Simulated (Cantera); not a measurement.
A closed system holds: 1 mol BF3, 3.7 mol O2, 2.1 mol H2, 0.24 mol H2O, at 29.0 Pa.

Method: chemical equilibrium by Gibbs-energy minimisation in Cantera with the NASA 1993 tables (ideal gas, pure condensed phases). Candidate condensed phases: B, B2O3, B3O3H3, H2O; 43 gas species. Rates play no part. All values below are at 1925 K.

Base state: O2 0.365, HF 0.308, H2O 0.153, BOF 0.115, HBO2 0.0227, OH 0.0152, O 0.0130, H 0.00274 (mole fractions); condensed: gas only.

What changes in the equilibrium state with this change: BF3 replaced by B?


```json
[
 {"species": "O2", "before": "0.365", "after": "0.380"},
 {"species": "H2O", "before": "0.153", "after": "0.374"},
 {"species": "HBO2", "before": "0.0227", "after": "0.177"},
 {"species": "HF", "before": "0.308", "after": "0"},
 {"species": "BOF", "before": "0.115", "after": "0"},
 {"species": "BO2", "before": "0.00273", "after": "0.0137"},
 {"species": "OH", "before": "0.0152", "after": "0.0240"},
 {"species": "O", "before": "0.0130", "after": "0.0133"},
 {"species": "F", "before": "0.000106", "after": "0"},
 {"species": "B2O3", "before": "0.000311", "after": "0.00772"},
 {"species": "HBO", "before": "1.50e-6", "after": "1.14e-5"},
 {"species": "BO", "before": "2.69e-5", "after": "0.000133"},
 {"species": "H2", "before": "0.00239", "after": "0.00571"}
]
```
